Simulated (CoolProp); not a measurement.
Model: reference Helmholtz-energy equation of state, Schroeder 2014, in CoolProp.

**Question.** Give the vapour pressure (MPa), liquid density (kg/m³), enthalpy of vaporisation (kJ/kg), surface tension (mN/m) of saturated ethanol at 399.1 K.

**Answer.** 
```tsv
T (K)	p (MPa)	liquid density (kg/m³)	enthalpy of vaporisation (kJ/kg)	surface tension (mN/m)
399.1	0.510	683	754	12.0
```

Surface tension comes from a separate correlation (Mulero 2012).
